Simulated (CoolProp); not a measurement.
Vapour-liquid equilibrium of sulfur hexafluoride (1) + R113 (2) at 255.1 K; x and y are mole fractions of (1).

Values from CoolProp's multi-fluid Helmholtz-energy mixture model, Guder 2009 and Marx 1992; pair parameters Bell 2016.

```
x     bubble pressure (bar)  y at the bubble point  dew pressure at overall composition x (bar)  liquid density (mol/L)
----  ---------------------  ---------------------  -------------------------------------------  ----------------------
0.05                 0.8697                  0.932                                          [?]                   8.990
0.2                   1.451                  0.960                                      0.07276                     [?]
0.35                  1.724                  0.968                                      0.08958                   9.808
0.5                     [?]                  0.980                                       0.1165                   10.30
0.65                    [?]                  0.991                                       0.1667                     [?]
0.8                   5.029                  0.997                                       0.2926                     [?]
0.95                  6.846                  1.000                                        1.182                   11.52
```

What belongs in the gaps?


- 0.05, dew pressure at overall composition x (bar): 0.06125
- 0.2, liquid density (mol/L): 9.368
- 0.5, bubble pressure (bar): 2.301
- 0.65, bubble pressure (bar): 3.379
- 0.65, liquid density (mol/L): 10.81
- 0.8, liquid density (mol/L): 11.28

No azeotrope shows between x = 0.05 and 0.95.

Pair parameters are fitted to limited data, so mixtures are less certain than the pure fluids. The gap from Raoult's law changes sign with composition, which may be real or a fault of the pair parameters; it wasn't checked against measurements. With so large a gap from Raoult's law the liquid may split in two, which this calculation doesn't test in full.
